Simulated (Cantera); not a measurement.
Input: 1 mol Si3N4, 2 mol CO2, 15 mol H2, at 0.133 bar.

Method: chemical equilibrium by Gibbs-energy minimisation in Cantera with the NASA 1993 tables (ideal gas, pure condensed phases). Candidate condensed phases: C, C6H6, C7H8, C8H18, H2O, Si, SiC, SiO2, Si2N2O, Si3N4; 151 gas species. Mutual solubility and eutectic melting of coexisting phases are not modelled. The tables hold silica as quartz up to 1696 K and as liquid above; real silica turns to tridymite and cristobalite and melts near 1996 K. Gases not in the tables: Si2H6 and higher silanes. Kinetics and transport are ignored.

Q: What share of the Si ends up in condensed phases as a function of T (°C), at 700, 850, 1000, 1150, 1300, 1450, 1600, 1750, 1900?

A: 
```
T (°C)  Si condensed (%)                           as
------  ----------------  ---------------------------
700                100.0   SiO2(β-quartz) + Si2N2O(s)
850                100.0   SiO2(β-quartz) + Si2N2O(s)
1000               100.0   SiO2(β-quartz) + Si2N2O(s)
1150               100.0   SiO2(β-quartz) + Si2N2O(s)
1300                99.6   SiO2(β-quartz) + Si2N2O(s)
1450                90.0  SiO2(condensed) + Si2N2O(s)
1600                54.3           SiC(s) + Si2N2O(s)
1750                16.4                       SiC(s)
1900                20.5               Si(l) + SiC(s)
```
